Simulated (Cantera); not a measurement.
What does this Cantera script print?

```python
import numpy as np
import cantera as ct

gas_names = """
    H HO2 H2 H2O H2O2 O OH O2 O3 Ti TiO TiO2
""".split()
cond_names = """
    H2O(s) H2O(L) Ti(a) Ti(b) Ti(L) TiO(a) TiO(b) TiO(L) TiO2(ru) TiO2(L) Ti2O3(a) Ti2O3(b) Ti2O3(L)
    Ti3O5(a) Ti3O5(b) Ti3O5(L) Ti4O7(s) Ti4O7(L)
""".split()


# ... load() reads the species with a 1 bar reference pressure and builds the phases ...
atoms = {
    'TiO2': {'Ti': 1, 'O': 2},
    'H2': {'H': 2},
    'H2O': {'H': 2, 'O': 1},
}
top_T = {}  # K; cautious upper limits of use, not melting points


# ... equilibrate(T, P, feed) seeds the gas with the atoms and calls Mixture.equilibrate('TP', solver="vcs", rtol=1e-11, max_steps=5000) ...
results = []
feed = {'TiO2': 1, 'H2': 3.1, 'H2O': 0.12}  # mol
P = 700  # Pa
for T in [1798, 1823, 1848, 1873, 1898, 1923, 1948, 1973, 1998]:
    mix = equilibrate(T, P, feed)
    results.append((T, P, feed, dict(zip(mix.species_names, mix.species_moles))))
    x = sorted(zip(gas.X, gas.species_names), reverse=True)
    print(f"T = {T:g} K  P = {P:g} Pa  gas = {mix.phase_moles(0):.4g} mol")
    print("   x: " + "  ".join(f"{s} {v:.3e}" for v, s in x if v > 0.0001))
    print("   condensed (mol): " + ("  ".join(f"{mix.phase(i).name} {mix.phase_moles(i):.4g}"
          for i in range(1, mix.n_phases) if mix.phase_moles(i) > 1e-12) or "none"))
```

Output:

```
T = 1798 K  P = 700 Pa  gas = 3.226 mol
   x: H2 9.035e-01  H2O 9.247e-02  H 4.000e-03
   condensed (mol): TiO2(ru) 0.2862  Ti4O7(s) 0.1785
T = 1823 K  P = 700 Pa  gas = 3.228 mol
   x: H2 8.911e-01  H2O 1.039e-01  H 4.888e-03
   condensed (mol): TiO2(ru) 0.1376  Ti4O7(s) 0.2156
T = 1848 K  P = 700 Pa  gas = 3.23 mol
   x: H2 8.795e-01  H2O 1.145e-01  H 5.943e-03
   condensed (mol): Ti4O7(s) 0.25
T = 1873 K  P = 700 Pa  gas = 3.232 mol
   x: H2 8.783e-01  H2O 1.144e-01  H 7.229e-03
   condensed (mol): Ti4O7(s) 0.25
T = 1898 K  P = 700 Pa  gas = 3.234 mol
   x: H2 8.768e-01  H2O 1.143e-01  H 8.748e-03
   condensed (mol): Ti4O7(s) 0.25
T = 1923 K  P = 700 Pa  gas = 3.237 mol
   x: H2 8.752e-01  H2O 1.142e-01  H 1.053e-02  OH 1.183e-04
   condensed (mol): Ti4O7(s) 0.25
T = 1948 K  P = 700 Pa  gas = 3.241 mol
   x: H2 8.732e-01  H2O 1.140e-01  H 1.262e-02  OH 1.491e-04
   condensed (mol): Ti4O7(s) 0.25
T = 1973 K  P = 700 Pa  gas = 3.245 mol
   x: H2 8.709e-01  H2O 1.138e-01  H 1.505e-02  OH 1.868e-04
   condensed (mol): Ti4O7(L) 0.25
T = 1998 K  P = 700 Pa  gas = 3.249 mol
   x: H2 8.682e-01  H2O 1.136e-01  H 1.787e-02  OH 2.326e-04
   condensed (mol): Ti4O7(L) 0.25
```

Equilibrium computed with Cantera from the NASA thermochemical tables; the gas is ideal and each condensed phase is pure. Mutual solubility and eutectic melting of coexisting phases are not modelled. Condensed phases not in the tables: Magnéli phases beyond Ti4O7.
